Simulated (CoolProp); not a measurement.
Acetone along the isotherm 550 K: fugacity coefficient from the reference equation and from simpler models built on Tc = 508.1 K, pc = 4.692 MPa, ω = 0.307; each cubic takes its own stable root.

Computed with CoolProp (reference Helmholtz-energy equation of state, Lemmon 2006). It is a short technical equation, of lower accuracy than the large ones.

```json
[
 {"p (MPa)": "0.0223", "phase": "gas", "reference": "0.9986"},
 {"p (MPa)": "0.0422", "phase": "gas", "reference": "0.9973"},
 {"p (MPa)": "0.08", "phase": "gas", "reference": "0.9949"},
 {"p (MPa)": "0.152", "phase": "gas", "reference": "0.9903"},
 {"p (MPa)": "0.287", "phase": "gas", "reference": "0.9818"},
 {"p (MPa)": "0.545", "phase": "gas", "reference": "0.9657"},
 {"p (MPa)": "1.03", "phase": "gas", "reference": "0.9358"},
 {"p (MPa)": "1.96", "phase": "gas", "reference": "0.8801"},
 {"p (MPa)": "3.71", "phase": "gas", "reference": "0.7808"},
 {"p (MPa)": "7.04", "phase": "supercritical", "reference": "0.6071"}
]
```

Problem. How far does each simpler model (van der Waals, Redlich-Kwong, Peng-Robinson) lie from the reference over these 10 states: mean and median of the absolute difference, and the worst?

Solution. 
- van der Waals: mean 1.1 %, median 0.5 %, worst +3.6 % at 550 K and 3.71 MPa
- Redlich-Kwong: mean 0.6 %, median 0.2 %, worst +2.2 % at 550 K and 7.04 MPa
- Peng-Robinson: mean 0.3 %, median 0.1 %, worst +1.5 % at 550 K and 7.04 MPa
